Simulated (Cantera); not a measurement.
Input (Python, Cantera) and output of one run.

```python
import numpy as np
import cantera as ct

gas_names = [...]  # 148 gases of nasa_gas.yaml made of Al, C, H, N, O
cond_names = """
    AL(cr) AL(L) ALN(s) AL2O3(a) AL2O3(L) C(gr) C6H6(L) C7H8(L) C8H18(L),n-octa H2O(s) H2O(L)
""".split()


# ... load() reads the species with a 1 bar reference pressure and builds the phases ...
atoms = {
    'Al(CH3)3': {'AL': 1, 'C': 3, 'H': 9},
    'O2': {'O': 2},
    'N2': {'N': 2},
}
top_T = {'ALN(s)': 2750, 'C(gr)': 4500}  # K; cautious upper limits of use, not melting points


# ... equilibrate(T, P, feed) seeds the gas with the atoms and calls Mixture.equilibrate('TP', solver="vcs", rtol=1e-11, max_steps=5000) ...
results = []
feed = {'Al(CH3)3': 1, 'O2': 0.49, 'N2': 270}  # mol
T = 1223.15  # K
P = 1800  # Pa
mix = equilibrate(T, P, feed)
results.append((T, P, feed, dict(zip(mix.species_names, mix.species_moles))))
x = sorted(zip(gas.X, gas.species_names), reverse=True)
print(f"T = {T:g} K  P = {P:g} Pa  gas = {mix.phase_moles(0):.4g} mol")
print("   x: " + "  ".join(f"{s} {v:.3e}" for v, s in x if v > 0.0001))
print("   condensed (mol): " + ("  ".join(f"{mix.phase(i).name} {mix.phase_moles(i):.4g}"
      for i in range(1, mix.n_phases) if mix.phase_moles(i) > 1e-12) or "none"))
```

It prints:

```
T = 1223.15 K  P = 1800 Pa  gas = 274.9 mol
   x: N2 9.804e-01  H2 1.636e-02  CO 3.211e-03
   condensed (mol): ALN(s) 0.9352  AL2O3(a) 0.03242  C(gr) 2.114
```

These are equilibrium values from Cantera (NASA tables, ideal gas, pure condensed phases), not measurements of a reactor. The feed counts by its element totals alone. Mutual solubility and eutectic melting of coexisting phases are not modelled.
